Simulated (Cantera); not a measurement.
A Cantera script and what it prints.

```python
import numpy as np
import cantera as ct

gas_names = """
    B BH BH2 BH3 BN B2 H H2 N NH NH2 NH3 N2 N2H2 N2H4
""".split()
cond_names = """
    B(b) B(L) BN(s)
""".split()


# ... load() reads the species with a 1 bar reference pressure and builds the phases ...
atoms = {
    'B2H6': {'B': 2, 'H': 6},
    'NH3': {'N': 1, 'H': 3},
    'H2': {'H': 2},
}
top_T = {'BN(s)': 3200}  # K; cautious upper limits of use, not melting points


# ... equilibrate(T, P, feed) seeds the gas with the atoms and calls Mixture.equilibrate('TP', solver="vcs", rtol=1e-11, max_steps=5000) ...
results = []
feed = {'B2H6': 1, 'NH3': 1.6, 'H2': 3.4}  # mol
T = 950  # K
P = 1100  # Pa
mix = equilibrate(T, P, feed)
results.append((T, P, feed, dict(zip(mix.species_names, mix.species_moles))))
print(gas.report(threshold=0.001))
for i in range(1, mix.n_phases):
    print(f"{mix.phase(i).name:16s} {mix.phase_moles(i):12.5e} mol")
```

It prints:

```
       temperature   950 K
          pressure   1100 Pa
           density   0.00028075 kg/m^3
  mean mol. weight   2.016 kg/kmol
   phase of matter   gas

                          1 kg             1 kmol
                     ---------------   ---------------
          enthalpy        9.5135e+06        1.9179e+07  J
   internal energy        5.5955e+06        1.1281e+07  J
           entropy        1.0029e+05        2.0219e+05  J/K
    Gibbs function       -8.5763e+07        -1.729e+08  J
 heat capacity c_p             14935             30108  J/K
 heat capacity c_v             10810             21794  J/K

                      mass frac. Y      mole frac. X     chem. pot. / RT
                     ---------------   ---------------   ---------------
                H2                 1                 1           -21.889
     [  +14 minor]        7.0229e-08        1.5236e-08

B(b)              4.00000e-01 mol
BN(s)             1.60000e+00 mol
```

Cantera equilibrium calculation (NASA polynomials, part measured and part estimated; ideal gas, pure solids and liquids). The feed counts by its element totals alone.
